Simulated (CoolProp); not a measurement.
The fluid at 472.78 K and 0.108 MPa is compressed adiabatically to 0.711 MPa with isentropic efficiency 0.9. The same conditions are run with several fluids, on thermodynamics alone (safety and materials aside).

Values from CoolProp's reference Helmholtz-energy equation of state of each fluid (octamethyltrisiloxane (MDM): Thol 2017; n-decane: Lemmon 2006; neopentane: Lemmon 2006; isohexane: Lemmon 2006).

Question: Rank octamethyltrisiloxane (MDM), n-decane, neopentane, isohexane by work (kJ/kg), highest first.

Answer: neopentane (117), isohexane (95.5), n-decane (45.7), octamethyltrisiloxane (MDM) (28.8)

| fluid | final temperature (K) | final phase | final density (kg/m³) |
|---|---|---|---|
| octamethyltrisiloxane (MDM) | 520.1 | two-phase, vapour fraction 0.557 | 93.7 |
| n-decane | 543.4 | two-phase, vapour fraction 0.458 | 61.1 |
| neopentane | 520.8 | gas | 12.4 |
| isohexane | 514.9 | gas | 15.5 |
